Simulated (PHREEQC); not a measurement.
**Brackish or sea water: an equilibrium model**

Synthetic water in mmol/kgw, 25 °C, pH 6.7: Na 137; K 32.1; Ca 0.452; Mg 7.23; Cl 174; S(6) 1.89; Alkalinity (meq/kgw) 6.7.

Cl is adjusted to close the charge balance.
Valence states are taken as typed.

All values are PHREEQC results (Pitzer model, pitzer.dat), not measurements.

No solid was allowed to form.

Task: What activity of water, osmotic coefficient does the model give?

Result: activity of water 0.994; osmotic coefficient 0.916.

Task: In which forms is C present?

Result: HCO3- 75 %, CO2 25 % of the C.
